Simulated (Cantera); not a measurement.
## Reactions in the system Cu-N-O

Cantera with NASA thermochemical tables; ideal gases at 1 bar, condensed phases pure. Values are per mole of reaction as written; species without (g) are pure solids or liquids, kept so even where they would boil at 1 bar.

8 Cu + 2 NO₂(g) ⇌ N₂(g) + 4 Cu₂O

| T (K) | ΔH° (kJ) | ΔS° (J/K) | ΔG° (kJ) | log10 K |
|---|---|---|---|---|
| 800 | -742.1 | -167.5 | -608.2 | 39.71 |
| 900 | -740.0 | -164.9 | -591.6 | 34.33 |
| 1000 | -737.7 | -162.5 | -575.2 | 30.04 |
| 1100 | -735.5 | -160.4 | -559.0 | 26.55 |
| 1200 | -733.1 | -158.3 | -543.1 | 23.64 |
